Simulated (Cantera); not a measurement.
What does this Cantera script print?

```python
import numpy as np
import cantera as ct

gas_names = """
    K HCL H2
""".split()
cond_names = """
    KCL(s) KCL(L)
""".split()


# ... load() reads the species with a 1 bar reference pressure and builds the phases ...
species = {s.name: s for s in load("nasa_gas.yaml", gas_names) + load("nasa_condensed.yaml", cond_names)}
# Each term lists the table entries of one substance; the one whose range holds T is used.
reactions = {
    '2 K(g) + 2 HCl(g) = H2(g) + 2 KCl':
        [(-2, ['K']), (-2, ['HCL']), (1, ['H2']), (2, ['KCL(s)', 'KCL(L)'])],
}


def pick(names, T):
    return next(species[n] for n in names if species[n].thermo.min_temp <= T <= species[n].thermo.max_temp)


results = []
for label, terms in reactions.items():
    print(label)
    print("     T/K   dH/kJ  dS/(J/K)   dG/kJ   log10 K")
    for T in [300, 1600, 1750, 1900, 2050, 2200]:
        used = [(nu, pick(names, T)) for nu, names in terms]
        dH = sum(nu * s.thermo.h(T) for nu, s in used) / 1e6
        dS = sum(nu * s.thermo.s(T) for nu, s in used) / 1e3
        dG = dH - T * dS / 1e3
        logK = -dG * 1e6 / (ct.gas_constant * T * np.log(10))
        results.append((label, T, dH, dS, dG, logK, [s.name for _, s in used]))
        print(f"{T:8g} {dH:8.1f} {dS:8.1f} {dG:8.1f} {logK:8.2f}")
```

Output:

```
2 K(g) + 2 HCl(g) = H2(g) + 2 KCl
     T/K   dH/kJ  dS/(J/K)   dG/kJ   log10 K
     300   -866.7   -398.5   -747.2   130.09
    1600   -741.7   -265.7   -316.6    10.33
    1750   -731.4   -259.5   -277.2     8.27
    1900   -721.0   -253.9   -238.7     6.56
    2050   -710.8   -248.7   -201.0     5.12
    2200   -700.6   -243.9   -164.0     3.89
```

Standard-state values (1 bar) from the NASA 1993 polynomials, evaluated with Cantera. Condensed species are held in their standard states even where they would react or evaporate.
